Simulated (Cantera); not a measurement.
A closed system holds: 1 mol borazine, 0.85 mol H2O, 0.88 mol N2, held at 1975 K and 0.100 bar.

Equilibrium computed with Cantera from the NASA thermochemical tables; the gas is ideal and each condensed phase is pure. The feed counts by its element totals alone. The tables' values for BH2 are old estimates; treat these amounts as uncertain. Rates play no part.

```csv
species,before,after
H2,0.666,0.617
N2,0.227,0.225
HBO,0.0608,0.0633
BO,0.00479,0.0454
H,0.00353,0.0298
B2O3,0.0140,0.000230
B2O2,0.0157,0.0183
B,5.21e-8,3.53e-5
B2O,3.94e-6,0.000329
H2O,0.000435,5.64e-6
HBO2,0.00780,0.000114
BH2,1.61e-5,0.000131
"BN(s), mol",2.27,2.15
```
Gas species are given as mole fractions.

### Question
Name the change that produced these shifts.
A) H2O from 0.85 to 2.6 mol
B) borazine replaced by B
C) temperature from 1975 K to 973.15 K
D) pressure from 0.100 bar to 1.30 mbar

### Answer
D, pressure from 0.100 bar to 1.30 mbar
